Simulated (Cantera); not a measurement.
An isothermal, constant-pressure homogeneous reactor starts with 5.56 % NO, 94.4 % N2, at 2050 K and 0.286 atm.

Cantera simulation using GRI-Mech 3.0 (53 species, 325 reactions); the numbers are that mechanism's predictions, not measurements.

One state of this run: x NO = 0.0511; x N2O = 1.27e-6; x N2 = 0.947; x O2 = 0.00216; x O = 0.000103. x: mole fraction; the columns are a selection and need not sum to one.

Which value of t (s) does it belong to?
A. 0.00456
B. 0.0520
C. 0.0103
D. 0.592

D, 0.592
